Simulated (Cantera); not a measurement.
An isothermal, constant-pressure homogeneous reactor starts with 19.2 % NH3, 80.8 % N2, at 1575 K and 1.00 atm.

Detailed kinetics in Cantera: the gas-phase N/H chemistry of the illustrative SiF4/NH3 mechanism in the Surface Chemkin manual (1991). Walls and surfaces, which speed up NH3 decomposition in real reactors, are not modelled.

x: mole fraction; the columns are a selection and need not sum to one.

```json
[
 {"t (s)": "0.000200", "x NH3": "0.192", "x N2H2": "2.25e-10", "x NH2": "2.23e-6", "x H": "3.50e-9", "x N2": "0.808", "x H2": "1.12e-6", "x NH": "4.19e-10"},
 {"t (s)": "0.000569", "x NH3": "0.192", "x N2H2": "[?]", "x NH2": "6.33e-6", "x H": "3.70e-9", "x N2": "0.808", "x H2": "3.26e-6", "x NH": "4.47e-9"},
 {"t (s)": "0.00162", "x NH3": "0.192", "x N2H2": "[?]", "x NH2": "1.75e-5", "x H": "5.49e-9", "x N2": "0.808", "x H2": "1.11e-5", "x NH": "2.99e-8"},
 {"t (s)": "0.00462", "x NH3": "0.192", "x N2H2": "[?]", "x NH2": "3.69e-5", "x H": "1.56e-8", "x N2": "0.808", "x H2": "6.02e-5", "x NH": "9.53e-8"},
 {"t (s)": "0.0131", "x NH3": "0.192", "x N2H2": "1.10e-7", "x NH2": "4.20e-5", "x H": "3.95e-8", "x N2": "0.808", "x H2": "0.000287", "x NH": "1.18e-7"},
 {"t (s)": "0.0374", "x NH3": "0.192", "x N2H2": "1.10e-7", "x NH2": "4.15e-5", "x H": "1.01e-7", "x N2": "0.807", "x H2": "0.000953", "x NH": "1.26e-7"},
 {"t (s)": "0.107", "x NH3": "0.190", "x N2H2": "1.08e-7", "x NH2": "4.05e-5", "x H": "2.70e-7", "x N2": "0.807", "x H2": "0.00283", "x NH": "1.43e-7"},
 {"t (s)": "0.303", "x NH3": "0.186", "x N2H2": "1.03e-7", "x NH2": "3.84e-5", "x H": "7.20e-7", "x N2": "0.806", "x H2": "0.00802", "x NH": "1.69e-7"},
 {"t (s)": "0.864", "x NH3": "0.175", "x N2H2": "[?]", "x NH2": "3.50e-5", "x H": "1.86e-6", "x N2": "0.803", "x H2": "0.0216", "x NH": "1.88e-7"},
 {"t (s)": "2.46", "x NH3": "0.151", "x N2H2": "[?]", "x NH2": "2.94e-5", "x H": "4.39e-6", "x N2": "0.797", "x H2": "0.0524", "x NH": "1.77e-7"},
 {"t (s)": "7.00", "x NH3": "0.109", "x N2H2": "[?]", "x NH2": "2.10e-5", "x H": "8.74e-6", "x N2": "0.786", "x H2": "0.105", "x NH": "1.33e-7"}
]
```

**Question.** What belongs in the gaps?

**Answer.** 
- 0.000569, x N2H2: 2.06e-9
- 0.00162, x N2H2: 1.76e-8
- 0.00462, x N2H2: 8.41e-8
- 0.864, x N2H2: 9.02e-8
- 2.46, x N2H2: 6.52e-8
- 7.00, x N2H2: 3.30e-8
